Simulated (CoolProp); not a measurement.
Vapour-liquid equilibrium of CHF3 (R23) (1) + R143a (2) at 259.8 K; x and y are mole fractions of (1).

Values from CoolProp's multi-fluid Helmholtz-energy mixture model, Penoncello 2003 and Lemmon and Jacobsen 2000; pair parameters Bell 2016.

```tsv
x	bubble pressure, mixture model (MPa)	bubble pressure, Raoult's law (MPa)	y, mixture model	y, Raoult's law
0.05	…	0.4652	0.141	0.184
0.125	0.5303	0.5634	0.315	0.379
0.2	0.6186	0.6615	…	0.517
0.275	0.7124	0.7597	…	0.619
0.35	0.8098	0.8579	0.644	0.697
0.425	0.9095	0.9561	0.712	0.760
0.5	1.010	1.054	0.768	0.810
0.575	1.112	1.152	0.815	0.853
0.65	1.213	1.251	0.855	0.888
0.725	1.315	1.349	0.890	0.918
0.8	1.419	1.447	0.922	0.945
0.875	1.524	1.545	0.952	0.968
0.95	…	1.643	0.981	0.988
```

Fill in the missing entries.


- 0.05, bubble pressure, mixture model (MPa): 0.4491
- 0.2, y, mixture model: 0.451
- 0.275, y, mixture model: 0.559
- 0.95, bubble pressure, mixture model (MPa): 1.633

The largest gap from Raoult's law is -6.5 % in bubble pressure, at x = 0.2. No azeotrope shows between x = 0.05 and 0.95.

Pair parameters are fitted to limited data, so mixtures are less certain than the pure fluids.
